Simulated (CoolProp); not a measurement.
R245fa at several states: Z from the reference equation and from simpler models built on Tc = 427.0 K, pc = 3.651 MPa, ω = 0.378; each cubic takes its own stable root.

The numbers come from the reference Helmholtz-energy equation of state, Akasaka 2015 in CoolProp.

```tsv
T (K)	p (MPa)	phase	reference
337.8	0.262	gas	0.9395
313.2	0.0769	gas	0.9773
304.8	3.98	liquid	0.1580
```

Question: How far does each simpler model (van der Waals, Redlich-Kwong, Soave-Redlich-Kwong, Peng-Robinson) lie from the reference over these 3 states: mean and median of the absolute difference, and the worst?

Answer: 
- van der Waals: mean 22.9 %, median 2.4 %, worst +65.3 % at 304.8 K and 3.98 MPa
- Redlich-Kwong: mean 5.8 %, median 1.2 %, worst +15.8 % at 304.8 K and 3.98 MPa
- Soave-Redlich-Kwong: mean 3.5 %, median 0.5 %, worst +9.7 % at 304.8 K and 3.98 MPa
- Peng-Robinson: mean 1.1 %, median 0.2 %, worst -2.8 % at 304.8 K and 3.98 MPa
